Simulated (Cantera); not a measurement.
A closed system holds: 1 mol Zr, 1.2 mol NH3, 2.1 mol H2, at 1025 °C and 133 Pa.

Cantera equilibrium calculation (NASA polynomials, part measured and part estimated; ideal gas, pure solids and liquids). Candidate condensed phases: Zr, ZrN; 11 gas species. ZrN: taken at fixed stoichiometry. Rates play no part.

Base state: H2 0.975, N2 0.0250, H 2.90e-5 (mole fractions); condensed: ZrN(s).

Task: What changes in the equilibrium state with this change: temperature from 1025 °C to 1977 °C?

Result: 
```tsv
species	before	after
H2	0.975	0.796
H	2.90e-5	0.181
N2	0.0250	0.0227
ZrN(s), mol	1.00	1.000
```
